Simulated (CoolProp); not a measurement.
A single-stage vapour-compression cycle with isohexane: evaporating at 314.15 K (dew point), condensing at 345.15 K (bubble point), superheat 8 K, subcooling 2 K, compressor efficiency 0.6, no pressure losses. Each further row changes one setting.

Values from CoolProp's reference Helmholtz-energy equation of state, Lemmon 2006. It is a short technical equation, of lower accuracy than the large ones.

```
case                              cooling COP  pressure ratio  discharge temperature (K)  refrigerating effect (kJ/kg)  volumetric capacity (kJ/m³)
--------------------------------  -----------  --------------  -------------------------  ----------------------------  ---------------------------
as stated                                5.44            2.76                      352.4                           282                          490
evaporating temperature 319.15 K         6.74            2.31                      352.2                           ___                          ___
condensing temperature 340.15 K          6.65            2.38                      348.0                           294                          511
subcooling 7 K                           5.67            2.76                      352.4                           294                          511
superheat 18 K                           5.59            2.76                      362.5                           300                          ___
compressor efficiency 0.5                 ___            2.76                      357.6                           282                          490
```

Q: Some entries are withheld; supply them.

A: 
- evaporating temperature 319.15 K, refrigerating effect (kJ/kg): 290
- evaporating temperature 319.15 K, volumetric capacity (kJ/m³): 597
- superheat 18 K, volumetric capacity (kJ/m³): 505
- compressor efficiency 0.5, cooling COP: 4.53
